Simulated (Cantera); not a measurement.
Gas mixture: NO = 0.76 (molar parts), at 3.68 Torr, frozen composition.

Cantera's kinetic-theory transport with the Lennard-Jones parameters of GRI-Mech 3.0, ideal gas; thermal conductivity in the mixture-averaged form. The composition is frozen, though it would react at the higher temperatures.

D: mixture-averaged diffusion coefficient of that species in the mixture.

```
T (K)  ρ (kg/m³)  cp (J/kg/K)  μ (µPa s)  λ (mW/m/K)     Pr  D (cm²/s) H2  D (cm²/s) OH  D (cm²/s) O
-----  ---------  -----------  ---------  ----------  -----  ------------  ------------  -----------
400      0.00442        998.6       23.1        32.4  0.712           262           107          109
650      0.00272         1054       32.3        48.2  0.706           590           243          248
900      0.00196         1114        [?]         [?]  0.708           [?]           [?]          [?]
1150     0.00154         1153       47.0        76.7  0.707          1520           631          643
1400     0.00126         1181       53.4        89.4  0.706          2110           874          892
1650     0.00107         1202       59.4         101  0.706          2770          1150         1170
1900    0.000931         1219        [?]         [?]  0.706           [?]           [?]          [?]
```

**Question.** Fill in the missing entries.

**Answer.** 
- 900, μ (µPa s): 40.1
- 900, λ (mW/m/K): 63.0
- 900, D (cm²/s) H2: 1010
- 900, D (cm²/s) OH: 420
- 900, D (cm²/s) O: 428
- 1900, μ (µPa s): 65.1
- 1900, λ (mW/m/K): 112
- 1900, D (cm²/s) H2: 3490
- 1900, D (cm²/s) OH: 1450
- 1900, D (cm²/s) O: 1480
